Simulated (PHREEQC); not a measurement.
Solution (50 °C): 0.016 mol/kgw CsOH, 0.00087 mol/kgw NaAlO2, 0.11 mol/kgw (CH3)4NCl and 0.083 mol/kgw MnCl2. Closed to the air; pH follows from the charge balance.

All values are PHREEQC results (ion-association model, wateq4f.dat), not measurements.

This is a speciation only: nothing precipitates in the calculation.

### Question
Order these Cl species by the share of Cl that they hold, largest first: MnCl+, MnCl2, Cl-.

### Answer
Cl- (94 %), MnCl+ (5.2 %), MnCl2 (0.51 %)

The pH is 9.66 and the ionic strength 0.314 mol/kgw. Saturation is exceeded, for instance for Boehmite (slow to form), Gibbsite (slow to form); the values hold only as long as no solid forms. (CH3)4N+ isn't in the database: it is added as a free cation with an ion size of 4 Å. Away from 25 °C the constants follow the database's enthalpies or fits; those with neither stay at their 25 °C values.
